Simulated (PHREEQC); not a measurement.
Dissolve 0.13 mol/kgw CsOH, 0.00012 mol/kgw NaAlO2 and 0.00052 mol/kgw Na2CO3 at 20 °C. Closed to the air; pH follows from the charge balance.

All values are PHREEQC results (ion-association model, wateq4f.dat), not measurements.

```tsv
quantity	before	after
pH	13.15	13.42
NaCO3- (mol/kgw)	3.06e-6	2.47e-6
HCO3- (mol/kgw)	3.97e-7	1.81e-7
NaHCO3 (mol/kgw)	1.49e-10	5.95e-11
SI of Gibbsite (Al(OH)3)	-2.39	-2.69
SI of Boehmite (AlOOH)	-2.93	-3.23
```

Task: Name the change that produced these shifts.
(A) temperature from 20 to 90 °C
(B) CsOH from 0.13 to 0.26 mol/kgw
(C) NaAlO2 from 0.00012 to 6e-05 mol/kgw
(D) temperature from 20 to 25 °C
(E) CsOH from 0.13 to 0.013 mol/kgw

Result: B, CsOH from 0.13 to 0.26 mol/kgw

This is a speciation only: nothing precipitates in the calculation.
